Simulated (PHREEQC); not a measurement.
A solution holds 0.037 mol H3BO3 per kg of water, at 25 °C. Closed to the air; pH follows from the charge balance.

Computed with PHREEQC (ion-association model, wateq4f.dat).

```
Quantity                  Value
--------------  ---------------
pH                         5.34
ionic strength  4.63e-6 mol/kgw
```

```
species  molality  activity   log γ
-------  --------  --------  ------
H3BO3      0.0370    0.0370   0.000
H+        4.63e-6   4.61e-6  -0.001
H2BO3-    4.62e-6   4.61e-6  -0.001
OH-       2.17e-9   2.17e-9  -0.001
```

Precipitation was switched off in this run.
